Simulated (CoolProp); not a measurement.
Computed with CoolProp (reference Helmholtz-energy equation of state, McLinden 2015).

Question: For the fluoroketone C6F12O (FK-5-1-12), give the phase and the density (kg/m³), cp (kJ/(kg K)), Joule-Thomson coefficient (K/MPa) at 324.1 K and 2.23 MPa.

Answer: 
- 324.1 K and 2.23 MPa: liquid; density 1530, cp 1.12, Joule-Thomson coefficient -0.200
